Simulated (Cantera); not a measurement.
Gas-phase reforming

An isothermal, constant-pressure homogeneous reactor starts with 54.3 % CH4, 22.3 % H2O, 23.4 % H2, at 1798 K and 10.0 bar.

Cantera simulation using GRI-Mech 3.0 (53 species, 325 reactions); the numbers are that mechanism's predictions, not measurements. GRI-Mech 3.0 stops at C3 and has no aromatics, soot or wall deposition, so with more carbon than oxygen in the feed, carbon stays in small species such as C2H2 where larger ones or solid carbon would form.

```csv
t (s),x CH4,x H2O,x H2,x C2H4,x CH2CO,x C2H
2.00e-5,0.529,0.222,0.242,0.00260,1.92e-8,2.68e-10
5.97e-5,0.501,0.219,0.263,0.00985,7.77e-7,4.36e-9
0.000178,0.428,0.209,0.321,0.0158,7.66e-6,2.84e-8
0.000533,0.307,0.190,0.424,0.0135,2.09e-5,7.82e-8
0.00159,0.181,0.169,0.529,0.0147,2.90e-5,1.25e-7
0.00476,0.110,0.150,0.593,0.0168,2.98e-5,1.48e-7
0.0142,0.0980,0.124,0.620,0.0161,2.36e-5,1.36e-7
0.0424,0.0943,0.0819,0.654,0.0137,1.36e-5,1.07e-7
0.127,0.0875,0.0340,0.694,0.0108,5.68e-6,7.69e-8
0.379,0.0817,0.00527,0.719,0.00886,2.55e-6,6.01e-8
1.13,0.0805,5.51e-5,0.723,0.00851,2.11e-6,5.71e-8
3.38,0.0805,1.39e-5,0.723,0.00850,2.10e-6,5.71e-8
10.1,0.0805,1.39e-5,0.723,0.00850,2.10e-6,5.71e-8
30.1,0.0805,1.39e-5,0.723,0.00850,2.10e-6,5.71e-8
90.0,0.0805,1.39e-5,0.723,0.00850,2.10e-6,5.71e-8
```
x: mole fraction; the columns are a selection and need not sum to one.

Equilibrium at this temperature and pressure: CH4 0.0805, H2O 1.41e-5, H2 0.723, C2H4 0.00850, CH2CO 2.11e-6, C2H 5.71e-8 (gas phase only).
